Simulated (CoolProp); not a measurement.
A simple Rankine cycle with water: condensing at 310.15 K, boiler at 2.47 MPa, turbine inlet 498.4 K, turbine efficiency 0.8, pump efficiency 0.7, no recuperator. Each further row changes one setting.

Model: reference Helmholtz-energy equation of state, Wagner 2002, in CoolProp.

```json
[
 {"case": "as stated", "thermal efficiency (%)": "26.2", "net work (kJ/kg)": "695", "heat in (kJ/kg)": "2650", "turbine exit temperature (K)": "310.2", "volume ratio over the turbine": "[?]"},
 {"case": "turbine inlet 518.4 K", "thermal efficiency (%)": "26.3", "net work (kJ/kg)": "[?]", "heat in (kJ/kg)": "2710", "turbine exit temperature (K)": "310.2", "volume ratio over the turbine": "[?]"},
 {"case": "condensing temperature 302.15 K", "thermal efficiency (%)": "27.3", "net work (kJ/kg)": "[?]", "heat in (kJ/kg)": "2680", "turbine exit temperature (K)": "302.1", "volume ratio over the turbine": "342"},
 {"case": "boiler pressure 1.73 MPa", "thermal efficiency (%)": "24.9", "net work (kJ/kg)": "[?]", "heat in (kJ/kg)": "2690", "turbine exit temperature (K)": "310.2", "volume ratio over the turbine": "156"},
 {"case": "turbine efficiency 0.7", "thermal efficiency (%)": "22.9", "net work (kJ/kg)": "[?]", "heat in (kJ/kg)": "2650", "turbine exit temperature (K)": "310.2", "volume ratio over the turbine": "[?]"}
]
```

Complete the blanks.


- as stated, volume ratio over the turbine: 226
- turbine inlet 518.4 K, net work (kJ/kg): 713
- turbine inlet 518.4 K, volume ratio over the turbine: 216
- condensing temperature 302.15 K, net work (kJ/kg): 732
- boiler pressure 1.73 MPa, net work (kJ/kg): 672
- turbine efficiency 0.7, net work (kJ/kg): 607
- turbine efficiency 0.7, volume ratio over the turbine: 236

The expansion ends wet for: as stated; turbine inlet 518.4 K; condensing temperature 302.15 K; boiler pressure 1.73 MPa; turbine efficiency 0.7.
